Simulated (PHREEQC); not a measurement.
A solution holds 0.00014 mol CaSO4, 0.0085 mol Na2HPO4 and 7.3e-05 mol MgSO4 per kg of water, at 20 °C. Closed to the air; pH follows from the charge balance.

Computed with PHREEQC (ion-association model, wateq4f.dat).

```
quantity                           before     after
-------------------------------  --------  --------
pH                                   8.86      8.62
ionic strength (mol/kgw)           0.0253    0.0255
SO4-2 (mol/kgw)                  0.000203  0.000480
Ca+2 (mol/kgw)                    3.11e-5   4.03e-5
NaSO4- (mol/kgw)                  9.17e-6   2.16e-5
SI of Gypsum (CaSO4:2H2O)           -4.13     -3.64
SI of Mirabilite (Na2SO4:10H2O)     -6.27     -5.90
```

Task: Which change was made?
A) MgSO4 left out
B) Na2HPO4 replaced by NaCl at the same molality
C) diluted 100-fold with water
D) MgSO4 from 7.3e-05 to 0.000365 mol/kgw
E) diluted 2-fold with water

Result: D, MgSO4 from 7.3e-05 to 0.000365 mol/kgw

Precipitation was switched off in this run. Some of these states are supersaturated (in Hydroxyapatite, for instance). H3PO4, which wateq4f.dat lacks, is added to it with the constant of phreeqc.dat.
